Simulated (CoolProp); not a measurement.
100 sccm (0 °C, 1 atm) of nitrogen bubbles through liquid dodecamethylcyclohexasiloxane (D6) at 367.9 K and leaves saturated at a total pressure of 0.0057 MPa (ideal gas phase). Each further row changes one setting.

Model: reference Helmholtz-energy equation of state, Colonna 2008, in CoolProp. It is a short technical equation, of lower accuracy than the large ones.

```tsv
case	vapour pressure (kPa)	mole fraction of vapour	delivery (mg/min)	delivery (sccm)	change of delivery for a bath 1 K warmer (%)
as stated	0.525	[?]	201	10.1	6.2
bath temperature 372.9 K	[?]	0.121	272	[?]	6.2
total pressure 0.0114 MPa	0.525	0.0460	95.8	4.83	5.9
```

**Question.** Some entries are withheld; supply them.

**Answer.** 
- as stated, mole fraction of vapour: 0.0921
- bath temperature 372.9 K, vapour pressure (kPa): 0.688
- bath temperature 372.9 K, delivery (sccm): 13.7
